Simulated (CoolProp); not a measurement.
Vapour-liquid equilibrium of n-butane (1) + R113 (2) at 243 K; x and y are mole fractions of (1).

Computed with CoolProp (multi-fluid Helmholtz-energy mixture model, Bücker 2006 and Marx 1992; pair parameters Bell 2016).

```tsv
x	bubble pressure, mixture model (kPa)	bubble pressure, Raoult's law (kPa)	y, mixture model	y, Raoult's law
0.05	4.721	4.057	0.436	0.345
0.125	7.370	5.947	0.665	0.589
0.2	9.758	7.837	0.766	0.715
0.275	11.92	9.728	0.823	0.792
0.35	13.89	11.62	0.861	0.844
0.425	15.70	13.51	0.888	0.881
0.5	17.39	15.40	0.909	0.909
0.575	19.00	17.29	0.926	0.931
0.65	20.55	19.18	0.941	0.949
0.725	22.07	21.07	0.955	0.964
0.8	23.61	22.96	0.967	0.976
0.875	25.19	24.85	0.979	0.986
0.95	26.84	26.74	0.992	0.995
```

The largest gap from Raoult's law is +24.5 % in bubble pressure, at x = 0.2. No azeotrope shows between x = 0.05 and 0.95.

Pair parameters are fitted to limited data, so mixtures are less certain than the pure fluids.
